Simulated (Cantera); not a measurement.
# Tantalum, niobium, vanadium and zirconium in process gases: Zr + N2 + H2 + H2O

Feed: 1 mol Zr, 1.4 mol N2, a varied amount of H2, 3.4 mol H2O, at 1702 °C and 73000 Pa.

Equilibrium computed with Cantera from the NASA thermochemical tables; the gas is ideal and each condensed phase is pure. Candidate condensed phases: H2O, Zr, ZrN, ZrO2; 28 gas species. The numbers say what is thermodynamically allowed, not how fast it happens.

```csv
n(H2) (mol),log p H2,log p N2,log p H2O,log p H,log p OH,log p NH3,n ZrO2(tetragonal)
22,-0.19,-1.42,-1.42,-2.96,-5.21,-5.67,1.00
30,-0.17,-1.53,-1.53,-2.95,-5.33,-5.71,1.00
41,-0.16,-1.65,-1.65,-2.95,-5.45,-5.75,1.00
55,-0.16,-1.77,-1.77,-2.94,-5.57,-5.80,1.00
73,-0.15,-1.88,-1.88,-2.94,-5.69,-5.85,1.00
99,-0.15,-2.01,-2.01,-2.94,-5.82,-5.91,1.00
130,-0.15,-2.12,-2.12,-2.94,-5.93,-5.96,1.00
180,-0.14,-2.26,-2.26,-2.94,-6.07,-6.02,1.00
240,-0.14,-2.38,-2.38,-2.93,-6.19,-6.08,1.00
320,-0.14,-2.50,-2.50,-2.93,-6.32,-6.14,1.00
```
log p: log10 of the partial pressure in bar; n: condensed amount in mol.

From 22 mol H2 to 320 mol H2 the condensed part is ZrO2(tetragonal).
